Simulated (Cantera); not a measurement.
Feed: 1 mol Si(CH₃)₄, 0.032 mol C₂H₄, 14 mol H₂, held at 1250 K and 9300 Pa.

Cantera equilibrium calculation (NASA polynomials, part measured and part estimated; ideal gas, pure solids and liquids). Candidate condensed phases: C, C₆H₆, C₇H₈, C₈H₁₈, Si, SiC; 87 gas species. Kinetics and transport are ignored.

Base state: H₂ 0.999, CH₄ 0.00102 (mole fractions); condensed: C(graphite) + SiC(s).

**Question.** What changes in the equilibrium state with this change: temperature from 1250 K to 1648.15 K?

**Answer.** 
```csv
species,before,after
H₂,0.999,1.000
H,1.58e-6,0.000292
CH₄,0.00102,0.000124
C₂H₂ (acetylene),2.52e-7,4.48e-5
"C(graphite), mol",3.04,3.06
"SiC(s), mol",1.00,1.000
```
